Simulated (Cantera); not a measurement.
A perfectly stirred reactor is fed with NH3 : N2 = 1 : 4.8 (molar parts), at 20.0 Torr; it is held at 1950 K, and followed from long to short residence time.

Detailed kinetics in Cantera: the gas-phase N/H chemistry of the illustrative SiF4/NH3 mechanism in the Surface Chemkin manual (1991). Walls and surfaces, which speed up NH3 decomposition in real reactors, are not modelled.

### Question
What does this change do: NH3 1 to 0.22 parts?

### Answer
```csv
quantity,before,after
x(NH3) at τ = 5.10 s,0.0346,0.00873
x(N2) at τ = 5.10 s,0.789,0.941
x(H2) at τ = 5.10 s,0.176,0.0503
x(N2H4) at τ = 5.10 s,3.67e-10,6.27e-11
x(NH2) at τ = 5.10 s,0.000140,5.78e-5
x(NH3) at τ = 0.130 s,0.152,0.0381
x(N2) at τ = 0.130 s,0.822,0.954
x(H2) at τ = 0.130 s,0.0251,0.00793
x(N2H4) at τ = 0.130 s,4.53e-9,1.04e-9
x(NH2) at τ = 0.130 s,0.000492,0.000236
```
